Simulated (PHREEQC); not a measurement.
A solution holds 0.00176 mol H3BO3 and 0.0019 mol Na2CO3 per kg of water, at 33 °C. Closed to the air; pH follows from the charge balance.

The numbers come from PHREEQC with the ion-association model, wateq4f.dat.

Precipitation was switched off in this run.

Task: Order these C species by the share of C that they hold, largest first: HCO3-, CO3-2, NaHCO3, NaCO3-.

Result: HCO3- (75 %), CO3-2 (23 %), NaCO3- (1.8 %), NaHCO3 (0.14 %)

The pH is 9.66 and the ionic strength 0.00420 mol/kgw.
